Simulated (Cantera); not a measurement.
Charge: 1 mol SiCl4, 0.5 mol NH3, 0.58 mol H2, 2.7 mol N2, at 1275 K and 0.360 bar.

Cantera equilibrium calculation (NASA polynomials, part measured and part estimated; ideal gas, pure solids and liquids). Candidate condensed phases: NH4Cl, Si, Si3N4; 28 gas species. The tables' values for SiCl3 are old estimates; treat these amounts as uncertain. Equilibrium is a limit: real reactors are often held back by kinetics, nucleation or transport.

Base state: N2 0.497, HCl 0.292, SiCl4 0.109, H2 0.0989, SiCl3 0.00217, SiHCl3 0.00149, SiCl2 0.000282 (mole fractions); condensed: Si3N4(s).

What changes in the equilibrium state with this change: NH3 from 0.5 to 23 mol?


| species | before | after |
|---|---|---|
| H2 | 0.0989 | 0.654 |
| N2 | 0.497 | 0.267 |
| HCl | 0.292 | 0.0789 |
| SiCl4 | 0.109 | 2.02e-5 |
| SiCl3 | 0.00217 | 3.82e-6 |
| SiHCl3 | 0.00149 | 6.74e-6 |
| SiCl2 | 0.000282 | 4.72e-6 |
| Si3N4(s), mol | 0.130 | 0.333 |
